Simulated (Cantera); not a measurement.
Feed: 1 mol Si, 0.92 mol Cl2, 24 mol H2, 7.4 mol HCl, at 652 °C and 0.000890 bar.

These are equilibrium values from Cantera (NASA tables, ideal gas, pure condensed phases), not measurements of a reactor. Candidate condensed phases: Si; 19 gas species. The tables' values for SiCl3 are old estimates; treat these amounts as uncertain. The numbers say what is thermodynamically allowed, not how fast it happens.

Base state: H2 0.800, HCl 0.168, SiCl4 0.0312, SiHCl3 0.000541, SiCl3 0.000124, SiCl2 1.96e-5 (mole fractions); condensed: gas only.

**Question.** What changes in the equilibrium state with this change: temperature from 652 °C to 827 °C?

**Answer.** 
```
species    before    after
-------  --------  -------
H2          0.800    0.787
HCl         0.168    0.182
SiCl4      0.0312   0.0218
SiCl2     1.96e-5  0.00553
SiCl3    0.000124  0.00295
SiH2Cl2   9.19e-7  1.07e-5
SiHCl3   0.000541  0.00139
```
